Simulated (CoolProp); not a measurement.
Vapour-liquid equilibrium of benzene (1) + o-xylene (2) at 7.87 bar; x and y are mole fractions of (1).

Model: multi-fluid Helmholtz-energy mixture model, Thol 2012 and Zhou 2012; pair parameters Bell 2016, in CoolProp.

| x | bubble temperature, mixture model (°C) | bubble temperature, Raoult's law (°C) | y, mixture model | y, Raoult's law |
|---|---|---|---|---|
| 0.05 | 237.8 | 235.8 | 0.114 | 0.156 |
| 0.125 | 229.4 | 226.3 | 0.276 | 0.341 |
| 0.2 | 220.9 | 217.9 | 0.421 | 0.482 |
| 0.275 | 212.7 | 210.4 | 0.543 | 0.592 |
| 0.35 | 205.0 | 203.7 | 0.641 | 0.678 |
| 0.425 | 198.0 | 197.6 | 0.719 | 0.747 |
| 0.5 | 191.9 | 192.2 | 0.781 | 0.803 |
| 0.575 | 186.6 | 187.2 | 0.829 | 0.850 |
| 0.65 | 181.9 | 182.6 | 0.869 | 0.888 |
| 0.725 | 177.8 | 178.4 | 0.902 | 0.919 |
| 0.8 | 174.1 | 174.5 | 0.931 | 0.946 |
| 0.875 | 170.7 | 170.9 | 0.957 | 0.969 |
| 0.95 | 167.5 | 167.5 | 0.983 | 0.989 |

The largest gap from Raoult's law is +3.1 K in bubble temperature, at x = 0.125. No azeotrope shows between x = 0.05 and 0.95.

Pair parameters are fitted to limited data, so mixtures are less certain than the pure fluids. The gap from Raoult's law changes sign with composition, which may be real or a fault of the pair parameters; it wasn't checked against measurements.
